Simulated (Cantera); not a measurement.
A freely propagating, adiabatic, planar premixed flame of 44.0 % H₂, 14.7 % O₂, 41.4 % N₂, equivalence ratio 1.5, unburnt at 648 K and 285 Torr; mixture-averaged transport, grid criteria slope 0.08 and curve 0.16, no radiation.

Detailed kinetics in Cantera: the H2/O2 subset of GRI-Mech 3.0, which has no nitrogen chemistry. Burning velocities carry a grid error of a few per cent, more on coarse grids.

Question: Predict: laminar burning velocity; thermal thickness; peak x(OH); peak x(HO₂); peak x(O).

Answer: 
| Property | Result |
|---|---|
| laminar burning velocity | 1090 cm/s |
| thermal thickness | 1.52 mm |
| peak x(OH) | 0.0177 |
| peak x(HO₂) | 0.000116 |
| peak x(O) | 0.0114 |
